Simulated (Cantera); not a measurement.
An adiabatic, constant-volume homogeneous reactor starts with CO : H2 : CH4 : O2 : N2 : H2O = 1 : 0.49 : 0.79 : 1.94 : 7.29 : 2 (molar parts), at 1525 K and 19500 Torr. Integrator tolerance rtol = 1e-08.

Computed with Cantera and GRI-Mech 3.0 (53 species, 325 reactions). The pressure lies above the range GRI-Mech 3.0 was tuned for (to about 10 atm). Above 3000 K some thermodynamic fits are extrapolated.

### Question
What does this change do: initial temperature 1525 to 1300 K?

### Answer
```
quantity                                                              before                                      after
---------------------------------  -----------------------------------------  -----------------------------------------
time of steepest temperature rise                                    15.0 µs                                    84.0 µs
temperature at 0.200 s                                                3020 K                                     2921 K
equilibrium temperature                                               3020 K                                     2921 K
x(CO) at 0.200 s                       0.0550 (gas-phase equilibrium 0.0550)      0.0499 (gas-phase equilibrium 0.0499)
x(H2) at 0.200 s                       0.0254 (gas-phase equilibrium 0.0254)      0.0226 (gas-phase equilibrium 0.0226)
x(CH4) at 0.200 s                  4.70e-12 (gas-phase equilibrium 5.53e-12)  5.00e-12 (gas-phase equilibrium 5.80e-12)
x(C2H6) at 0.200 s                     <1e-12 (gas-phase equilibrium <1e-12)      <1e-12 (gas-phase equilibrium <1e-12)
x(N2O) at 0.200 s                    2.14e-6 (gas-phase equilibrium 2.14e-6)    1.56e-6 (gas-phase equilibrium 1.56e-6)
x(C2H2) at 0.200 s                     <1e-12 (gas-phase equilibrium <1e-12)      <1e-12 (gas-phase equilibrium <1e-12)
x(OH) at 0.200 s                       0.0135 (gas-phase equilibrium 0.0135)    0.00939 (gas-phase equilibrium 0.00939)
```

### Question
What does this change do: CH4 0.79 to 1.7 parts?

### Answer
```tsv
quantity	before	after
time of steepest temperature rise	15.0 µs	33.5 µs
temperature at 0.200 s	3020 K	2711 K
equilibrium temperature	3020 K	2711 K
x(CO) at 0.200 s	0.0550 (gas-phase equilibrium 0.0550)	0.137 (gas-phase equilibrium 0.137)
x(H2) at 0.200 s	0.0254 (gas-phase equilibrium 0.0254)	0.140 (gas-phase equilibrium 0.140)
x(CH4) at 0.200 s	4.70e-12 (gas-phase equilibrium 5.53e-12)	6.26e-9 (gas-phase equilibrium 6.95e-9)
x(C2H6) at 0.200 s	<1e-12 (gas-phase equilibrium <1e-12)	<1e-12 (gas-phase equilibrium <1e-12)
x(N2O) at 0.200 s	2.14e-6 (gas-phase equilibrium 2.14e-6)	5.75e-8 (gas-phase equilibrium 5.75e-8)
x(C2H2) at 0.200 s	<1e-12 (gas-phase equilibrium <1e-12)	1.26e-11 (gas-phase equilibrium 1.38e-11)
x(OH) at 0.200 s	0.0135 (gas-phase equilibrium 0.0135)	0.00131 (gas-phase equilibrium 0.00131)
```

### Question
What does this change do: pressure from 19500 Torr to 750 Torr?

### Answer
```json
[
 {"quantity": "time of steepest temperature rise", "before": "15.0 µs", "after": "0.212 ms"},
 {"quantity": "temperature at 0.200 s", "before": "3020 K", "after": "2776 K"},
 {"quantity": "equilibrium temperature", "before": "3020 K", "after": "2776 K"},
 {"quantity": "x(CO) at 0.200 s", "before": "0.0550 (gas-phase equilibrium 0.0550)", "after": "0.0632 (gas-phase equilibrium 0.0632)"},
 {"quantity": "x(H2) at 0.200 s", "before": "0.0254 (gas-phase equilibrium 0.0254)", "after": "0.0336 (gas-phase equilibrium 0.0336)"},
 {"quantity": "x(CH4) at 0.200 s", "before": "4.70e-12 (gas-phase equilibrium 5.53e-12)", "after": "<1e-12 (gas-phase equilibrium <1e-12)"},
 {"quantity": "x(C2H6) at 0.200 s", "before": "<1e-12 (gas-phase equilibrium <1e-12)", "after": "<1e-12 (gas-phase equilibrium <1e-12)"},
 {"quantity": "x(N2O) at 0.200 s", "before": "2.14e-6 (gas-phase equilibrium 2.14e-6)", "after": "4.36e-7 (gas-phase equilibrium 4.36e-7)"},
 {"quantity": "x(C2H2) at 0.200 s", "before": "<1e-12 (gas-phase equilibrium <1e-12)", "after": "<1e-12 (gas-phase equilibrium <1e-12)"},
 {"quantity": "x(OH) at 0.200 s", "before": "0.0135 (gas-phase equilibrium 0.0135)", "after": "0.0209 (gas-phase equilibrium 0.0209)"}
]
```
